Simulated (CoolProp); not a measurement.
Vapour-liquid equilibrium of benzene (1) + cyclohexane (2) at 1810 kPa; x and y are mole fractions of (1).

The numbers come from the multi-fluid Helmholtz-energy mixture model, Thol 2012 and Zhou 2014; pair parameters Bell 2016 in CoolProp.

```json
[
 {"x": "0.05", "bubble temperature, mixture model (°C)": "218.4", "bubble temperature, Raoult's law (°C)": "219.2", "y, mixture model": "[?]", "y, Raoult's law": "0.053"},
 {"x": "0.2", "bubble temperature, mixture model (°C)": "215.9", "bubble temperature, Raoult's law (°C)": "218.5", "y, mixture model": "0.223", "y, Raoult's law": "0.212"},
 {"x": "0.35", "bubble temperature, mixture model (°C)": "214.1", "bubble temperature, Raoult's law (°C)": "217.7", "y, mixture model": "[?]", "y, Raoult's law": "0.366"},
 {"x": "0.5", "bubble temperature, mixture model (°C)": "[?]", "bubble temperature, Raoult's law (°C)": "217.0", "y, mixture model": "0.514", "y, Raoult's law": "0.518"},
 {"x": "0.65", "bubble temperature, mixture model (°C)": "212.6", "bubble temperature, Raoult's law (°C)": "216.3", "y, mixture model": "0.651", "y, Raoult's law": "0.666"},
 {"x": "0.8", "bubble temperature, mixture model (°C)": "[?]", "bubble temperature, Raoult's law (°C)": "215.6", "y, mixture model": "[?]", "y, Raoult's law": "0.811"},
 {"x": "0.95", "bubble temperature, mixture model (°C)": "214.1", "bubble temperature, Raoult's law (°C)": "215.0", "y, mixture model": "[?]", "y, Raoult's law": "0.953"}
]
```

Question: Fill in the missing entries.

Answer: 
- 0.05, y, mixture model: 0.059
- 0.35, y, mixture model: 0.373
- 0.5, bubble temperature, mixture model (°C): 213.0
- 0.8, bubble temperature, mixture model (°C): 212.9
- 0.8, y, mixture model: 0.791
- 0.95, y, mixture model: 0.944

The largest gap from Raoult's law is -4.0 K in bubble temperature, at x = 0.5. y crosses x between x = 0.65 and 0.8: the model has an azeotrope there.

Pair parameters are fitted to limited data, so mixtures are less certain than the pure fluids.
